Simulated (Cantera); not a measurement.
Input (Python, Cantera) and output of one run.

```python
import numpy as np
import cantera as ct

gas_names = [...]  # 136 gases of nasa_gas.yaml made of C, H, N, O
cond_names = """
    C(gr) C6H6(L) C7H8(L) C8H18(L),n-octa H2O(s) H2O(L)
""".split()


# ... load() reads the species with a 1 bar reference pressure and builds the phases ...
atoms = {
    'acetone': {'C': 3, 'H': 6, 'O': 1},
    'NH3': {'N': 1, 'H': 3},
}
top_T = {'C(gr)': 4500}  # K; cautious upper limits of use, not melting points


# ... equilibrate(T, P, feed) seeds the gas with the atoms and calls Mixture.equilibrate('TP', solver="vcs", rtol=1e-11, max_steps=5000) ...
results = []
feed = {'acetone': 1, 'NH3': 2.4}  # mol
P = 1400000  # Pa
for T in [575, 775, 975, 1175, 1375, 1575, 1775, 1975]:
    mix = equilibrate(T, P, feed)
    results.append((T, P, feed, dict(zip(mix.species_names, mix.species_moles))))

top = {s: max(r[3][s] / sum(r[3][g] for g in gas_names) for r in results) for s in gas_names}
cols = sorted((s for s in top if top[s] > 0.001), key=lambda s: -top[s])[:9]
seen = [c for c in cond_names if any(r[3].get(c, 0) > 1e-12 for r in results)]
print("log10 of partial pressures in bar; condensed amounts in mol")
print(f"{'T/K':>10s}" + "".join(f"{s[:9]:>10s}" for s in cols + seen))
for T, P, feed, n in results:
    ng = sum(n[g] for g in gas_names)
    print(f"{T:10.4g}" + "".join(f"{np.log10(max(n[s] / ng * P / 1e5, 1e-99)):10.3f}" for s in cols)
          + "".join(f"{n.get(c, 0):10.4g}" for c in seen))
```

It prints:

```
log10 of partial pressures in bar; condensed amounts in mol
       T/K        H2       CH4        N2       H2O        CO       CO2       HCN       NH3     C(gr)
       575    -0.698     0.891     0.523     0.412    -3.708    -0.999   -10.543    -1.973    0.1667
       775     0.255     0.820     0.496     0.351    -1.558    -0.759    -6.935    -1.782    0.3991
       975     0.741     0.581     0.422     0.153    -0.367    -0.751    -4.882    -1.839     0.999
      1175     0.937     0.155     0.335    -0.404     0.119    -1.329    -3.615    -2.095     1.452
      1375     0.995    -0.314     0.297    -1.146     0.197    -2.259    -2.748    -2.389     1.752
      1575     1.011    -0.719     0.286    -1.775     0.203    -3.045    -2.109    -2.642     1.887
      1775     1.016    -1.046     0.281    -2.272     0.203    -3.655    -1.617    -2.848     1.929
      1975     1.017    -1.309     0.275    -2.668     0.203    -4.134    -1.229    -3.016     1.922
```

Method: chemical equilibrium by Gibbs-energy minimisation in Cantera with the NASA 1993 tables (ideal gas, pure condensed phases). The feed counts by its element totals alone.
